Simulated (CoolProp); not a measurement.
Propylene glycol along the isotherm 620 K: fugacity coefficient from the reference equation and from simpler models built on Tc = 674.0 K, pc = 7292 kPa, ω = 0.327; each cubic takes its own stable root.

Values from CoolProp's reference Helmholtz-energy equation of state, Eisenbach 2021.

| p (kPa) | phase | reference |
|---|---|---|
| 1370 | gas | 0.9154 |
| 2730 | gas | 0.8305 |
| 4100 | liquid | 0.6420 |
| 5470 | liquid | 0.4958 |
| 6840 | liquid | 0.4084 |
| 8200 | liquid | 0.3507 |
| 9570 | liquid | 0.3094 |
| 10900 | liquid | 0.2794 |

**Question.** How far does each simpler model (van der Waals, Soave-Redlich-Kwong, Peng-Robinson) lie from the reference over these 8 states: mean and median of the absolute difference, and the worst?

**Answer.** 
- van der Waals: mean 33.0 %, median 43.5 %, worst +50.9 % at 620 K and 10900 kPa
- Soave-Redlich-Kwong: mean 11.5 %, median 15.0 %, worst +15.9 % at 620 K and 10900 kPa
- Peng-Robinson: mean 8.5 %, median 11.0 %, worst +11.2 % at 620 K and 4100 kPa

At some of these states van der Waals gives the other phase, because its saturation line lies elsewhere.
